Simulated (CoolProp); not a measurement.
Properties of octamethylcyclotetrasiloxane (D4) along the isotherm 253.35 °C (Tc = 313.4 °C, pc = 13.47 bar, ω = 0.598).

Values from CoolProp's reference Helmholtz-energy equation of state, Thol 2015.

```csv
p (bar),phase,density (kg/m³),fugacity coefficient
11.2,liquid,646.7,0.3920
22.5,liquid,662.3,0.2193
33.7,liquid,674.7,0.1640
44.9,liquid,685.1,0.1376
56.1,liquid,694.2,0.1230
67.4,liquid,702.3,0.1142
78.6,liquid,709.6,0.1091
89.8,liquid,716.3,0.1062
101,liquid,722.5,0.1049
112,liquid,728.1,0.1048
123,liquid,733.4,0.1057
135,liquid,738.8,0.1076
```
